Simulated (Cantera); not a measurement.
Input (Python, Cantera) and output of one run.

```python
import numpy as np
import cantera as ct

gas_names = """
    H HO2 H2 H2O H2O2 H2S H2SO4 O OH O2 O3 S SH SO SO2 SO3 S2 S2O S8
""".split()
cond_names = """
    H2O(s) H2O(L) H2SO4(L) S(cr1) S(cr2) S(L)
""".split()


# ... load() reads the species with a 1 bar reference pressure and builds the phases ...
atoms = {
    'H2S': {'H': 2, 'S': 1},
    'H2': {'H': 2},
    'O2': {'O': 2},
}
top_T = {}  # K; cautious upper limits of use, not melting points


# ... equilibrate(T, P, feed) seeds the gas with the atoms and calls Mixture.equilibrate('TP', solver="vcs", rtol=1e-11, max_steps=5000) ...
results = []
feed = {'H2S': 1, 'H2': 0.057, 'O2': 0.31}  # mol
P = 3700  # Pa
for T in [825, 875, 925, 975, 1025, 1075, 1125, 1175, 1225, 1275, 1325, 1375, 1425]:
    mix = equilibrate(T, P, feed)
    results.append((T, P, feed, dict(zip(mix.species_names, mix.species_moles))))
    x = sorted(zip(gas.X, gas.species_names), reverse=True)
    print(f"T = {T:g} K  P = {P:g} Pa  gas = {mix.phase_moles(0):.4g} mol")
    print("   x: " + "  ".join(f"{s} {v:.3e}" for v, s in x if v > 0.001))
    print("   condensed (mol): " + ("  ".join(f"{mix.phase(i).name} {mix.phase_moles(i):.4g}"
          for i in range(1, mix.n_phases) if mix.phase_moles(i) > 1e-12) or "none"))
```

Output:

```
T = 825 K  P = 3700 Pa  gas = 1.331 mol
   x: H2O 4.379e-01  H2S 3.531e-01  S2 1.914e-01  SO2 1.351e-02  H2 3.146e-03
   condensed (mol): none
T = 875 K  P = 3700 Pa  gas = 1.335 mol
   x: H2O 4.427e-01  H2S 3.425e-01  S2 1.972e-01  SO2 1.038e-02  H2 6.326e-03
   condensed (mol): none
T = 925 K  P = 3700 Pa  gas = 1.34 mol
   x: H2O 4.453e-01  H2S 3.315e-01  S2 2.024e-01  H2 1.175e-02  SO2 8.253e-03
   condensed (mol): none
T = 975 K  P = 3700 Pa  gas = 1.347 mol
   x: H2O 4.459e-01  H2S 3.185e-01  S2 2.078e-01  H2 2.027e-02  SO2 6.852e-03
   condensed (mol): none
T = 1025 K  P = 3700 Pa  gas = 1.356 mol
   x: H2O 4.446e-01  H2S 3.022e-01  S2 2.139e-01  H2 3.256e-02  SO2 5.994e-03
   condensed (mol): none
T = 1075 K  P = 3700 Pa  gas = 1.368 mol
   x: H2O 4.416e-01  H2S 2.822e-01  S2 2.210e-01  H2 4.890e-02  SO2 5.555e-03
   condensed (mol): none
T = 1125 K  P = 3700 Pa  gas = 1.382 mol
   x: H2O 4.371e-01  H2S 2.587e-01  S2 2.290e-01  H2 6.894e-02  SO2 5.460e-03
   condensed (mol): none
T = 1175 K  P = 3700 Pa  gas = 1.398 mol
   x: H2O 4.313e-01  S2 2.376e-01  H2S 2.326e-01  H2 9.174e-02  SO2 5.674e-03
   condensed (mol): none
T = 1225 K  P = 3700 Pa  gas = 1.416 mol
   x: H2O 4.247e-01  S2 2.463e-01  H2S 2.053e-01  H2 1.160e-01  SO2 6.188e-03
   condensed (mol): none
T = 1275 K  P = 3700 Pa  gas = 1.434 mol
   x: H2O 4.174e-01  S2 2.545e-01  H2S 1.785e-01  H2 1.406e-01  SO2 7.014e-03  SH 1.071e-03
   condensed (mol): none
T = 1325 K  P = 3700 Pa  gas = 1.452 mol
   x: H2O 4.096e-01  S2 2.619e-01  H2 1.643e-01  H2S 1.534e-01  SO2 8.179e-03  SH 1.530e-03
   condensed (mol): none
T = 1375 K  P = 3700 Pa  gas = 1.469 mol
   x: H2O 4.014e-01  S2 2.681e-01  H2 1.866e-01  H2S 1.307e-01  SO2 9.710e-03  SH 2.109e-03
   condensed (mol): none
T = 1425 K  P = 3700 Pa  gas = 1.484 mol
   x: H2O 3.927e-01  S2 2.729e-01  H2 2.072e-01  H2S 1.109e-01  SO2 1.163e-02  SH 2.816e-03
   condensed (mol): none
```

Cantera equilibrium calculation (NASA polynomials, part measured and part estimated; ideal gas, pure solids and liquids). Gases not in the tables: S3 to S7.
